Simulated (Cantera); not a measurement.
Charge: 1 mol BCl₃, 0.26 mol NH₃, 69 mol N₂, 0.5 mol H₂O, held at 1298.15 K and 16.0 mbar.

Cantera equilibrium calculation (NASA polynomials, part measured and part estimated; ideal gas, pure solids and liquids). Candidate condensed phases: B, BN, B₂O₃, B₃O₃H₃, H₂O, NH₄Cl; 49 gas species. Mutual solubility and eutectic melting of coexisting phases are not modelled. The tables' values for BOCl are old estimates; treat these amounts as uncertain. Equilibrium is a limit: real reactors are often held back by kinetics, nucleation or transport.

Base state: N₂ 0.969, HCl 0.0249, BCl₃ 0.00426, B₃O₃Cl₃ 0.00130, BOCl 0.000490, H₂ 3.24e-5, Cl 3.14e-5, B₂O₃ 1.11e-5 (mole fractions); condensed: BN(s) + B₂O₃(l).

Q: What changes in the equilibrium state with this change: 0.89 mol HF added?

A: 
```
species        before     after
------------  -------  --------
N₂              0.969     0.953
HCl            0.0249    0.0365
BOF                 0   0.00660
BF₃                 0   0.00184
HF                  0  0.000111
B₃O₃F₃              0   1.76e-5
B₃O₃Cl₃       0.00130   3.28e-5
BN(s), mol      0.259     0.254
B₂O₃(l), mol   0.0615         0
```
